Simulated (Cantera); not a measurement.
An isothermal, constant-pressure homogeneous reactor starts with 21.3 % NO, 78.7 % N₂, at 2098 K and 1130 Torr.

Cantera simulation using GRI-Mech 3.0 (53 species, 325 reactions); the numbers are that mechanism's predictions, not measurements.

One state of this run: x NO = 0.00738; x O₂ = 0.102; x N₂O = 5.37e-7; x O = 0.000360; x N₂ = 0.890; x NO₂ = 9.30e-6. x: mole fraction; the columns are a selection and need not sum to one.

### Question
Which value of t (s) does it belong to?
A. 0.000187
B. 200
C. 4.00e-5
D. 0.418

### Answer
B, 200
